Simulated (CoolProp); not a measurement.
Saturation properties of carbon monoxide.

Computed with CoolProp (reference Helmholtz-energy equation of state, Lemmon 2006). It is a short technical equation, of lower accuracy than the large ones.

| T (°C) | p (MPa) | liquid density (kg/m³) | enthalpy of vaporisation (kJ/kg) | vapour Z | surface tension (mN/m) |
|---|---|---|---|---|---|
| -181.75 | 0.2708 | 748.7 | 199.9 | 0.9172 | 7.47 |
| -179.55 | 0.3279 | ? | ? | 0.9053 | 7.01 |
| -177.25 | 0.3966 | 726.6 | ? | 0.8918 | 6.54 |
| -175.05 | 0.4717 | 715.4 | 188.0 | 0.8778 | 6.10 |
| -172.75 | 0.5607 | ? | 183.4 | 0.8621 | ? |
| -170.55 | 0.6566 | 691.3 | 178.8 | 0.8459 | 5.20 |
| -168.35 | 0.7638 | 678.9 | 173.9 | 0.8285 | 4.77 |
| -166.05 | 0.8888 | 665.4 | 168.5 | 0.8091 | 4.32 |
| -163.85 | ? | 651.9 | 162.9 | 0.7892 | 3.90 |
| -161.55 | 1.175 | 637.1 | 156.7 | 0.7668 | 3.47 |
| -159.35 | 1.336 | 622.1 | 150.3 | 0.7438 | 3.06 |
| -157.05 | 1.521 | ? | ? | 0.7179 | 2.64 |
| -154.85 | 1.715 | 588.6 | 135.3 | 0.6911 | 2.25 |
| -152.65 | 1.926 | 570.3 | 126.9 | 0.6619 | 1.86 |
| -150.35 | 2.166 | 549.2 | 117.0 | 0.6282 | 1.47 |

Question: Some entries are withheld; supply them.

Answer: 
- -179.55, liquid density (kg/m³): 738.1
- -179.55, enthalpy of vaporisation (kJ/kg): 196.2
- -177.25, enthalpy of vaporisation (kJ/kg): 192.1
- -172.75, liquid density (kg/m³): 703.3
- -172.75, surface tension (mN/m): 5.64
- -163.85, p (MPa): 1.022
- -157.05, liquid density (kg/m³): 605.6
- -157.05, enthalpy of vaporisation (kJ/kg): 143.0

It boils at -191.5 °C under 1 atm.

Surface tension comes from a separate correlation (Mulero 2012).
